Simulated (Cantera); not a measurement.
An isothermal, constant-pressure homogeneous reactor starts with CH4 : H2 = 1 : 9.3 (molar parts), at 1800 K and 23.0 Pa.

Computed with Cantera and GRI-Mech 3.0 (53 species, 325 reactions). GRI-Mech 3.0 stops at C3 and has no aromatics, soot or wall deposition, so with more carbon than oxygen in the feed, carbon stays in small species such as C2H2 where larger ones or solid carbon would form. Radical loss at walls, strong at low pressure, is not modelled.

x: mole fraction; the columns are a selection and need not sum to one.

```csv
t (s),x CH4,x H2,x H,x C2H,x CH2,x C2H6
7.00e-5,0.0971,0.903,1.46e-7,<1e-12,<1e-12,<1e-12
0.000199,0.0971,0.903,4.03e-7,<1e-12,<1e-12,<1e-12
0.000568,0.0971,0.903,1.07e-6,<1e-12,<1e-12,<1e-12
0.00162,0.0971,0.903,2.69e-6,<1e-12,3.64e-12,<1e-12
0.00461,0.0971,0.903,6.75e-6,<1e-12,5.11e-11,2.33e-11
0.0131,0.0970,0.903,1.81e-5,<1e-12,6.15e-10,6.38e-10
0.0374,0.0970,0.903,5.06e-5,<1e-12,?,1.04e-8
0.107,0.0968,0.903,0.000143,<1e-12,?,1.12e-7
0.304,0.0960,0.903,0.000413,6.62e-11,?,9.02e-7
0.865,0.0911,0.904,0.00121,1.22e-8,?,5.19e-6
2.46,0.0619,0.918,0.00237,3.15e-7,?,6.10e-6
7.02,0.0252,0.938,0.00293,8.70e-7,?,1.28e-6
20.0,0.00649,0.948,0.00406,1.53e-6,?,1.20e-7
```

Problem. Fill in the missing entries.

Solution. 
- 0.0374, x CH2: 5.94e-9
- 0.107, x CH2: 5.00e-8
- 0.304, x CH2: 3.83e-7
- 0.865, x CH2: 2.51e-6
- 2.46, x CH2: 5.59e-6
- 7.02, x CH2: 4.05e-6
- 20.0, x CH2: 2.37e-6
